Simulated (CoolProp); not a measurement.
Vapour-liquid equilibrium of neopentane (1) + n-pentane (2) at 1.84 bar; x and y are mole fractions of (1).

Computed with CoolProp (multi-fluid Helmholtz-energy mixture model, Lemmon 2006 and Thol 2019; pair parameters Bell 2016).

| x | bubble temperature, mixture model (K) | bubble temperature, Raoult's law (K) | y, mixture model | y, Raoult's law |
|---|---|---|---|---|
| 0.05 | 325.9 | 326.0 | 0.100 | 0.104 |
| 0.125 | 323.1 | 323.2 | 0.234 | 0.242 |
| 0.2 | 320.5 | 320.6 | 0.351 | 0.361 |
| 0.275 | 318.1 | 318.1 | 0.452 | 0.464 |
| 0.35 | 315.7 | 315.8 | 0.541 | 0.554 |
| 0.425 | 313.6 | 313.7 | 0.620 | 0.632 |
| 0.5 | 311.5 | 311.6 | 0.689 | 0.701 |
| 0.575 | 309.6 | 309.7 | 0.750 | 0.762 |
| 0.65 | 307.8 | 307.8 | 0.805 | 0.816 |
| 0.725 | 306.0 | 306.1 | 0.855 | 0.864 |
| 0.8 | 304.4 | 304.4 | 0.899 | 0.907 |
| 0.875 | 302.8 | 302.8 | 0.940 | 0.945 |
| 0.95 | 301.3 | 301.3 | 0.977 | 0.979 |

The largest gap from Raoult's law is -0.1 K in bubble temperature, at x = 0.425. No azeotrope shows between x = 0.05 and 0.95.

Pair parameters are fitted to limited data, so mixtures are less certain than the pure fluids.
